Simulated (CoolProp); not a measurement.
A simple Rankine cycle with CH2F2 (R32): condensing at 295.15 K, boiler at 3.68 MPa, turbine inlet 345.2 K, turbine efficiency 0.85, pump efficiency 0.7, no recuperator. Each further row changes one setting.

The numbers come from the reference Helmholtz-energy equation of state, Tillner-Roth 1997 in CoolProp.

| case | thermal efficiency (%) | net work (kJ/kg) | heat in (kJ/kg) | turbine exit temperature (K) | volume ratio over the turbine |
|---|---|---|---|---|---|
| as stated | 7.8 | 22.9 | 292 | 295.1 | 2.21 |
| turbine inlet 365.2 K | 8.4 | 27.3 | 325 | 309.7 | 2.15 |
| condensing temperature 287.15 K | 9.5 | … | … | 287.1 | … |
| boiler pressure 2.58 MPa | 5.2 | 16.6 | 319 | 313.6 | 1.56 |
| turbine efficiency 0.75 | 6.8 | 19.8 | 292 | 295.1 | 2.24 |

Question: Fill in the missing entries.

Answer: 
- condensing temperature 287.15 K, net work (kJ/kg): 29.1
- condensing temperature 287.15 K, heat in (kJ/kg): 307
- condensing temperature 287.15 K, volume ratio over the turbine: 2.75

The expansion ends wet for: as stated; condensing temperature 287.15 K; turbine efficiency 0.75.
